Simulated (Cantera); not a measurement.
A closed system holds: 1 mol CaCO3, 0.0081 mol C, 0.048 mol H2O, held at 0.00180 bar.

Equilibrium computed with Cantera from the NASA thermochemical tables; the gas is ideal and each condensed phase is pure. Candidate condensed phases: C, C6H6, C7H8, C8H18, Ca, CaCO3, CaO, Ca(OH)2, H2O; 115 gas species. Rates play no part.

### Question
Which condensed phases are stable at each of these points (T (K)): 848, 873, 898, 923, 948, 973, 998, 1023, 1048, 1073, 1098, 1123, 1148?

### Answer
| T (K) | condensed phases | Ca condensed (%) |
|---|---|---|
| 848 | CaCO3(calcite) + CaO(s) | 100.0 |
| 873 | CaO(s) | 100.0 |
| 898 | CaO(s) | 100.0 |
| 923 | CaO(s) | 100.0 |
| 948 | CaO(s) | 100.0 |
| 973 | CaO(s) | 100.0 |
| 998 | CaO(s) | 100.0 |
| 1023 | CaO(s) | 100.0 |
| 1048 | CaO(s) | 100.0 |
| 1073 | CaO(s) | 100.0 |
| 1098 | CaO(s) | 100.0 |
| 1123 | CaO(s) | 100.0 |
| 1148 | CaO(s) | 100.0 |

At 848 K the condensed part is CaCO3(calcite) + CaO(s). From 873 K to 1148 K the condensed part is CaO(s).
